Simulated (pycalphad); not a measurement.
An equivalent pycalphad script:

```python
from pycalphad import Database, equilibrium, calculate, variables as v
import numpy as np
db = Database('COST507.tdb')
comps = ['SI', 'AL', 'VA']
phases = ['DIAMOND_A4', 'FCC_A1', 'LIQUID']
eq = equilibrium(db, comps, phases, {v.X('AL'): 0.012, v.T: np.arange(1850, 499, -50), v.P: 101325, v.N: 1}, output=['HM', 'SM'])
```

Computed with pycalphad from the COST 507 light-alloy database (1999), at 1 atm. The database dates from 1999; later assessments differ in places, in temperatures and in the compounds included. Phase fractions are per mole of atoms.

Results at three of the temperatures:

```
T = 1850.00 K, P = 101325 Pa, N = 1 mol of atoms
G = -84839 J/mol, H = 90222 J/mol, S = 94.63 J/(mol K)  (SER reference)
chemical potentials (J/mol): Si -83528, Al -192787
phase             fraction      x(Si)      x(Al)
LIQUID              1.0000     0.9880     0.0120
```

```
T = 1250.00 K, P = 101325 Pa, N = 1 mol of atoms
G = -43312 J/mol, H = 24230 J/mol, S = 54.03 J/(mol K)  (SER reference)
chemical potentials (J/mol): Si -42985, Al -70226
phase             fraction      x(Si)      x(Al)
DIAMOND_A4          0.9794     1.0000   4.91e-05
LIQUID              0.0206     0.4208     0.5792
```

```
T = 950.00 K, P = 101325 Pa, N = 1 mol of atoms
G = -28205 J/mol, H = 15907 J/mol, S = 46.43 J/(mol K)  (SER reference)
chemical potentials (J/mol): Si -28049, Al -41067
phase             fraction      x(Si)      x(Al)
DIAMOND_A4          0.9853     1.0000    3.7e-06
LIQUID              0.0147     0.1854     0.8146
```

Changes of the phase set, refined by bisection:

| T (K) | phases above | phases below |
|---|---|---|
| 1681.3 | LIQUID | DIAMOND_A4 + LIQUID |
| 850.1 | DIAMOND_A4 + LIQUID | DIAMOND_A4 + FCC_A1 |

FCC_A1 is fcc; DIAMOND_A4 is diamond (Si).
